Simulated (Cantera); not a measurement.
Input: 1 mol Si₃N₄, 19 mol HF, 87 mol H₂, 0.15 mol O₂, held at 900 °C and 21.0 mbar.

These are equilibrium values from Cantera (NASA tables, ideal gas, pure condensed phases), not measurements of a reactor. Candidate condensed phases: H₂O, Si, SiO₂, Si₂N₂O, Si₃N₄; 58 gas species. Rates play no part.

Base state: H₂ 0.883, HF 0.0667, SiF₄ 0.0286, N₂ 0.0190, H₂O 0.00286 (mole fractions); condensed: gas only.

What changes in the equilibrium state with this change: Si₃N₄ replaced by BN?


| species | before | after |
|---|---|---|
| H₂ | 0.883 | 0.832 |
| HF | 0.0667 | 0.151 |
| BF₃ | 0 | 0.00940 |
| SiF₄ | 0.0286 | 0 |
| N₂ | 0.0190 | 0.00472 |
| BOF | 0 | 3.26e-5 |
| H₂O | 0.00286 | 0.00280 |
Further candidate phases: B, BN, B₂O₃, B₃O₃H₃.
